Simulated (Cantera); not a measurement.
Mixture: CH4 : O2 : N2 = 1 : 1.33 : 5.87 (molar parts), equivalence ratio 1.5, at 100000 Pa, adiabatic and at constant volume. Ignition delay is the time to a rise of 400 K.

Cantera simulation using GRI-Mech 3.0 (53 species, 325 reactions); the numbers are that mechanism's predictions, not measurements.

Q: What does this change do: pressure from 100000 Pa to 1000000 Pa?

A: 
```json
[
 {"quantity": "delay at 1200 K", "before": "62.7 ms", "after": "6.38 ms"},
 {"quantity": "delay at 1275 K", "before": "22.2 ms", "after": "2.60 ms"},
 {"quantity": "delay at 1350 K", "before": "8.40 ms", "after": "1.12 ms"},
 {"quantity": "delay at 1425 K", "before": "3.41 ms", "after": "0.508 ms"},
 {"quantity": "delay at 1500 K", "before": "1.49 ms", "after": "0.239 ms"},
 {"quantity": "delay at 1575 K", "before": "0.704 ms", "after": "0.117 ms"},
 {"quantity": "delay at 1650 K", "before": "0.363 ms", "after": "59.6 µs"},
 {"quantity": "apparent activation energy between 1500 and 1650 K", "before": "190 kJ/mol", "after": "190 kJ/mol"}
]
```
